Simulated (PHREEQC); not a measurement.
Make-up at 20 °C: 19 mmol/kgw H3PO4, 0.35 mmol/kgw Na2SO4 and 1.2 mmol/kgw NaCl. Closed to the air; pH follows from the charge balance.

Computed with PHREEQC (ion-association model, wateq4f.dat).

```tsv
quantity	before	after
ionic strength (mol/kgw)	0.0113	0.00673
H2PO4- (mol/kgw)	0.00931	0.00570
SO4-2 (mol/kgw)	0.000228	0.000129
NaSO4- (mol/kgw)	1.37e-6	4.23e-7
HPO4-2 (mol/kgw)	9.23e-8	8.46e-8
SI of Halite (NaCl)	-7.31	-7.89
SI of Mirabilite (Na2SO4:10H2O)	-8.01	-8.81
```

**Question.** Which change was made?
A. diluted 2-fold with water
B. diluted 5-fold with water
C. H3PO4 from 0.019 to 0.0209 mol/kgw
D. H3PO4 replaced by K3PO4 at the same molality
E. H3PO4 from 0.019 to 0.0038 mol/kgw

**Answer.** A, diluted 2-fold with water

No solid was allowed to form. H3PO4, which wateq4f.dat lacks, is added to it with the constant of phreeqc.dat.
